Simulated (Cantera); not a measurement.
Cantera with NASA thermochemical tables; ideal gases at 1 bar, condensed phases pure. Values are per mole of reaction as written; species without (g) are pure solids or liquids, kept so even where they would boil at 1 bar.

BaBr2 + 2 H(g) → Ba + 2 HBr(g), with ΔH° = 248.8 kJ and ΔS° = 81.6 J/K at 300 K.

Question: How far is the shortcut ΔG° ≈ ΔH°(300 K) − T·ΔS°(300 K) from the full temperature-dependent value at 1823, 1873, 1923, 1973, 2023 K?

Answer: 
```json
[
 {"T (K)": "1823", "shortcut (kJ)": "100.1", "full (kJ)": "170.5", "difference (kJ)": "-70.5", "difference in log10 K": "2.02", "condensed phases": "BaBr2(l), Ba(l)"},
 {"T (K)": "1873", "shortcut (kJ)": "96.0", "full (kJ)": "170.5", "difference (kJ)": "-74.5", "difference in log10 K": "2.08", "condensed phases": "BaBr2(l), Ba(l)"},
 {"T (K)": "1923", "shortcut (kJ)": "91.9", "full (kJ)": "170.5", "difference (kJ)": "-78.6", "difference in log10 K": "2.13", "condensed phases": "BaBr2(l), Ba(l)"},
 {"T (K)": "1973", "shortcut (kJ)": "87.8", "full (kJ)": "170.5", "difference (kJ)": "-82.7", "difference in log10 K": "2.19", "condensed phases": "BaBr2(l), Ba(l)"},
 {"T (K)": "2023", "shortcut (kJ)": "83.8", "full (kJ)": "170.6", "difference (kJ)": "-86.9", "difference in log10 K": "2.24", "condensed phases": "BaBr2(l), Ba(l)"}
]
```
The shortcut ignores heat capacities and the phase changes listed.
